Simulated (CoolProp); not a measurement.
Computed with CoolProp (reference Helmholtz-energy equation of state, Lemmon 2006). It is a short technical equation, of lower accuracy than the large ones.

Question: For C2F6 (R116), give the phase and the density (kg/m³), cp (kJ/(kg K)), Joule-Thomson coefficient (K/MPa), isothermal compressibility (1/MPa) at 303.7 K and 3.27 MPa; 303.7 K and 8.71 MPa.

Answer: 
- 303.7 K and 3.27 MPa: supercritical; density 335, cp 1.72, Joule-Thomson coefficient 13.1, isothermal compressibility 0.794
- 303.7 K and 8.71 MPa: supercritical; density 1090, cp 1.24, Joule-Thomson coefficient 0.723, isothermal compressibility 0.0257
